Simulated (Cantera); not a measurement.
Charge: 1 mol Zr, 0.5 mol N2O, at 2400 K and 38.0 Pa.

Method: chemical equilibrium by Gibbs-energy minimisation in Cantera with the NASA 1993 tables (ideal gas, pure condensed phases). Candidate condensed phases: Zr, ZrN, ZrO2; 13 gas species. Mutual solubility and eutectic melting of coexisting phases are not modelled. ZrN: taken at fixed stoichiometry. Condensed phases not in the tables: solid solutions among these carbides, nitrides and lower oxides. The numbers say what is thermodynamically allowed, not how fast it happens.

Base state: N2 0.989, ZrO 0.0111, ZrO2 0.000199, Zr 8.52e-5 (mole fractions); condensed: ZrN(s) + ZrO2(tetragonal).

Question: What changes in the equilibrium state with this change: pressure from 38.0 Pa to 6.80 mbar?

Answer: 
```csv
species,before,after
N2,0.989,1.000
ZrO,0.0111,0.000300
ZrO2,0.000199,1.11e-5
Zr,8.52e-5,1.12e-6
"ZrN(s), mol",0.749,0.750
"ZrO2(tetragonal), mol",0.249,0.250
```
